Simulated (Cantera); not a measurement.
A perfectly stirred reactor is fed with 74.1 % NH3, 25.9 % N2, at 9.75 Torr; it is held at 2225 K, and followed from long to short residence time.

Computed with Cantera and the gas-phase N/H chemistry of the illustrative SiF4/NH3 mechanism in the Surface Chemkin manual (1991). Walls and surfaces, which speed up NH3 decomposition in real reactors, are not modelled.

One state of this run: x NH3 = 0.160; x N2H4 = 1.51e-9; x H = 0.00114; x NH2 = 0.00113; x NH = 5.64e-5; x N2H2 = 3.24e-6. x: mole fraction; the columns are a selection and need not sum to one.

Which value of τ (s) does it belong to?
A. 0.012
B. 5.2
C. 0.53
D. 0.054

C, 0.53
